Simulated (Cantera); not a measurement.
What does this Cantera script print?

```python
import numpy as np
import cantera as ct

gas_names = """
    C CH CH2 CH3 CH2OH CH3O CH4 CH3OH CO CO2 COOH C2 C2H CHCO,ketyl C2H2,acetylene C2H2,vinylidene
    CH2CO,ketene C2H3,vinyl CH3CO,acetyl C2H4 C2H4O,ethylen CH3CHO,ethanal CH3COOH (HCOOH)2 C2H5 C2H6
    CH3OCH3 C2H5OH C2O C3 C3H3,propargyl C3H4,allene C3H4,propyne C3H4,cyclo- C3H5,allyl C3H6,propylene
    C3H6,cyclo- C3H6O C3H7,n-propyl C3H7,i-propyl C3H8 C3H8O,1propanol C3H8O,2propanol C3O2 C4 C4H2
    C4H4,1,3-cyclo- C4H6,butadiene C4H6,2-butyne C4H6,cyclo- C4H8,1-butene C4H8,cis2-buten
    C4H8,tr2-butene C4H8,isobutene C4H8,cyclo- (CH3COOH)2 C4H9,n-butyl C4H9,i-butyl C4H9,s-butyl
    C4H9,t-butyl C4H10,isobutane C4H10,n-butane C5 C5H6,1,3cyclo- C5H8,cyclo- C5H10,1-pentene
    C5H10,cyclo- C5H11,pentyl C5H11,t-pentyl C5H12,n-pentane C5H12,i-pentane CH3C(CH3)2CH3 C6H2
    C6H5,phenyl C6H5O,phenoxy C6H6 C6H5OH,phenol C6H10,cyclo- C6H12,1-hexene C6H12,cyclo- C6H13,n-hexyl
    C7H7,benzyl C7H8 C7H8O,cresol C7H14,1-heptene C7H15,n-heptyl C7H16,n-heptane C8H8,styrene
    C8H10,ethylbenz C8H16,1-octene C8H17,n-octyl C8H18,isooctane C8H18,n-octane C9H19,n-nonyl
    C10H8,naphthale C10H21,n-decyl C12H9,o-bipheny C12H10,bipheny H HCO HO2 H2 HCHO,formaldehy HCOOH H2O
    H2O2 O OH O2 O3 Ta TaO TaO2
""".split()
cond_names = """
    C(gr) C6H6(L) C7H8(L) C8H18(L),n-octa H2O(s) H2O(L) Ta(cr) Ta(L) TaC(s) TaC(L) Ta2O5(s) Ta2O5(L)
""".split()


def load(file, names, dense=False):
    # The tables refer to 1 bar. Condensed volumes are neglected.
    table = {s.name: s for s in ct.Species.list_from_file(file)}
    out = []
    for n in names:
        d = dict(table[n].input_data)
        d["thermo"] = dict(d["thermo"], **{"reference-pressure": 1e5})
        if dense:
            d["equation-of-state"] = {"model": "constant-volume", "density": "1e6 g/cm^3"}
        out.append(ct.Species.from_dict(d))
    return out


gas = ct.Solution(thermo="ideal-gas", species=load("nasa_gas.yaml", gas_names))
cond = {s.name: ct.Solution(thermo="fixed-stoichiometry", species=[s], name=s.name)
        for s in load("nasa_condensed.yaml", cond_names, dense=True)}
atoms = {
    'Ta2O5': {'Ta': 2, 'O': 5},
    'CO': {'C': 1, 'O': 1},
    'H2': {'H': 2},
}
top_T = {'C(gr)': 4500}  # K; cautious upper limits of use, not melting points


def equilibrate(T, P, feed):
    n = {}
    for name, mol in feed.items():
        for a, k in atoms[name].items():
            n[a] = n.get(a, 0.0) + k * mol
    gas.TPX = T, P, n
    mass = sum(n.values()) * gas.mean_molecular_weight
    gas.equilibrate("TP")
    valid = [c for c in cond.values() if c.min_temp <= T <= top_T.get(c.name, c.max_temp)]
    mix = ct.Mixture([(gas, mass / gas.mean_molecular_weight)] + [(c, 0.0) for c in valid])
    mix.T, mix.P = T, P
    mix.equilibrate("TP", solver="vcs", rtol=1e-11, max_steps=5000)
    return mix


results = []
feed = {'Ta2O5': 1, 'CO': 0.51, 'H2': 1.1}  # mol
P = 300000  # Pa
for T in [800, 950, 1100, 1250, 1400, 1550, 1700, 1850, 2000, 2150, 2300, 2450, 2600]:
    mix = equilibrate(T, P, feed)
    results.append((T, P, feed, dict(zip(mix.species_names, mix.species_moles))))

top = {s: max(r[3][s] / sum(r[3][g] for g in gas_names) for r in results) for s in gas_names}
cols = sorted((s for s in top if top[s] > 0.0001), key=lambda s: -top[s])[:9]
seen = [c for c in cond_names if any(r[3].get(c, 0) > 1e-12 for r in results)]
print("log10 of partial pressures in bar; condensed amounts in mol")
print(f"{'T/K':>10s}" + "".join(f"{s[:9]:>10s}" for s in cols + seen))
for T, P, feed, n in results:
    ng = sum(n[g] for g in gas_names)
    print(f"{T:10.4g}" + "".join(f"{np.log10(max(n[s] / ng * P / 1e5, 1e-99)):10.3f}" for s in cols)
          + "".join(f"{n.get(c, 0):10.4g}" for c in seen))
```

Result:

```
log10 of partial pressures in bar; condensed amounts in mol
       T/K        H2       H2O        CO       CH4       CO2         H      TaO2       TaO     C(gr)    TaC(s)  Ta2O5(s)  Ta2O5(L)
       800    -0.098     0.002    -1.269    -0.067    -0.544   -11.587   -33.866   -43.058    0.1358         0         1         0
       950     0.183    -0.291    -0.444    -0.410    -0.665    -9.163   -26.503   -33.619    0.1326         0         1         0
      1100     0.274    -0.870    -0.096    -0.897    -1.245    -7.451   -21.055   -26.418   0.03154         0         1         0
      1250     0.300    -1.514    -0.033    -1.401    -2.041    -6.166   -16.860   -20.735         0         0         1         0
      1400     0.308    -1.989    -0.025    -1.906    -2.659    -5.159   -13.607   -16.358         0         0         1         0
      1550     0.309    -1.935    -0.024    -2.769    -2.716    -4.347   -11.221   -13.510         0   0.00181    0.9991         0
      1700     0.309    -1.853    -0.024    -3.521    -2.720    -3.677    -9.290   -11.239         0  0.002395    0.9988         0
      1850     0.309    -1.786    -0.025    -4.146    -2.723    -3.114    -7.683    -9.346         0  0.002785    0.9986         0
      2000     0.308    -1.731    -0.025    -4.673    -2.725    -2.635    -6.327    -7.744         0  0.003129    0.9984         0
      2150     0.307    -1.704    -0.025    -5.103    -2.746    -2.221    -5.225    -6.410         0  0.003301         0    0.9983
      2300     0.306    -1.695    -0.026    -5.462    -2.775    -1.861    -4.312    -5.280         0  0.003351         0    0.9983
      2450     0.303    -1.690    -0.027    -5.775    -2.803    -1.545    -3.520    -4.296         0  0.003352         0    0.9982
      2600     0.298    -1.691    -0.029    -6.052    -2.829    -1.267    -2.828    -3.432         0  0.003198         0    0.9979
```

These are equilibrium values from Cantera (NASA tables, ideal gas, pure condensed phases), not measurements of a reactor. Mutual solubility and eutectic melting of coexisting phases are not modelled. TaC: taken at fixed stoichiometry. Condensed phases not in the tables: Ta2C.
